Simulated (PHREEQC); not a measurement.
A column of 0.2 m (40 cells, dispersivity 0.007 m, 3600 s a shift, diffusion coefficient 3e-10 m²/s) holds 0.026 eq of the database's cation exchanger X per kg of pore water, first in equilibrium with 2.5 mmol/kgw Na2SO4, 0.44 mmol/kgw CaCl2 and 0.01 mmol/kgw HCl. It is flushed with 13 mmol/kgw LiCl and 0.01 mmol/kgw HCl, at 15 °C. Values are for the last cell. The system is closed to CO2. Precipitation was switched off in this run.

The series has 31 steps of pore volumes, from 0 to 6.013.

Computed with PHREEQC (ion-association model, phreeqc.dat).

Q: After how many pore volumes does Li at the outlet first reach half of its feed value?

A: By 1.4 pore volumes.

Complexes and solids missing from the database can't appear.
